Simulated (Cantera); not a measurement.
Cantera run, input and output.

```python
import numpy as np
import cantera as ct

gas = ct.Solution("gri30.yaml")
gas.TP = 300, 56000
flame = ct.CounterflowDiffusionFlame(gas, width=0.02)
flame.fuel_inlet.X, flame.fuel_inlet.T = {'CH4': 1, 'H2': 0.14}, 375
flame.oxidizer_inlet.X, flame.oxidizer_inlet.T = {'O2': 0.23, 'N2': 0.77}, 698
flame.set_refine_criteria(ratio=3, slope=0.12, curve=0.24, prune=0.03)
show = ['OH', 'H', 'NO', 'CO', 'C2H2']

rows = []
print(f"{'mdot':>8s}{'a_max':>10s}{'a_mean':>10s}{'Tmax/K':>9s}" + "".join(f"{s:>11s}" for s in show) + "   (peak mole fractions)")
for i, mdot in enumerate([0.34, 0.43, 0.56, 0.72, 0.93, 1.2, 1.6, 2, 2.6, 3.3]):  # kg/m2/s on the oxidiser side
    flame.oxidizer_inlet.mdot, flame.fuel_inlet.mdot = mdot, 0.9 * mdot
    flame.solve(loglevel=0, auto=(i == 0))
    if flame.T.max() < max(375, 698) + 100:
        print(f"{mdot:8.3g}  no burning solution found from the previous one")
        break
    dT = np.abs(np.gradient(flame.T, flame.grid))
    rows.append([flame.strain_rate("max"), flame.strain_rate("mean"), flame.T.max(),
                 *(flame.X[gas.species_index(s)].max() for s in show), max(dT[0], dT[-1]) / dT.max()])
    print(f"{mdot:8.3g}{rows[-1][0]:10.1f}{rows[-1][1]:10.1f}{rows[-1][2]:9.1f}" + "".join(f"{x:11.3e}" for x in rows[-1][3:-1]))
```

Result:

```
    mdot     a_max    a_mean   Tmax/K         OH          H         NO         CO       C2H2   (peak mole fractions)
    0.34     511.5     120.4   2183.2  1.287e-02  9.647e-03  2.779e-04  6.841e-02  1.581e-02
    0.43     633.7     152.2   2169.8  1.264e-02  9.840e-03  2.517e-04  6.747e-02  1.534e-02
    0.56     807.8     198.3   2155.8  1.237e-02  1.006e-02  2.228e-04  6.668e-02  1.480e-02
    0.72    1018.9     254.9   2141.4  1.207e-02  1.023e-02  1.945e-04  6.611e-02  1.417e-02
    0.93    1292.1     329.3   2126.6  1.174e-02  1.038e-02  1.664e-04  6.577e-02  1.346e-02
     1.2    1639.7     424.9   2109.7  1.134e-02  1.044e-02  1.383e-04  6.559e-02  1.256e-02
     1.6    2145.8     566.5   2086.2  1.076e-02  1.036e-02  1.069e-04  6.548e-02  1.128e-02
       2    2643.5     708.1   2063.5  1.017e-02  1.015e-02  8.341e-05  6.556e-02  1.009e-02
     2.6    3374.8     920.6   2029.5  9.277e-03  9.631e-03  5.711e-05  6.568e-02  8.298e-03
     3.3    4207.9    1168.4   1985.9  8.163e-03  8.769e-03  3.498e-05  6.551e-02  6.302e-03
```

Cantera simulation using GRI-Mech 3.0 (53 species, 325 reactions); the numbers are that mechanism's predictions, not measurements. GRI-Mech 3.0 has no aromatics or soot, which form on the fuel side of real flames. The maximum strain rate includes the flame's own expansion and is several times the mean.
